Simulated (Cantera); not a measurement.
Gas mixture: NO = 0.18 (molar parts), at 0.000970 bar, frozen composition.

Cantera's kinetic-theory transport with the Lennard-Jones parameters of GRI-Mech 3.0, ideal gas; thermal conductivity in the multicomponent form. The composition is frozen, though it would react at the higher temperatures.

One state of this run: ρ (kg/m³) = 0.000269; cp (J/kg/K) = 1171; μ (µPa s) = 50.9; λ (mW/m/K) = 84.4; Pr = 0.707; D (cm²/s) N2 = 2580; D (cm²/s) C2H2 = 2170; D (cm²/s) CO2 = 2070. D: mixture-averaged diffusion coefficient of that species in the mixture.

Question: Which value of T (K) does it belong to?
A. 400
B. 850
C. 700
D. 1300

Answer: D, 1300
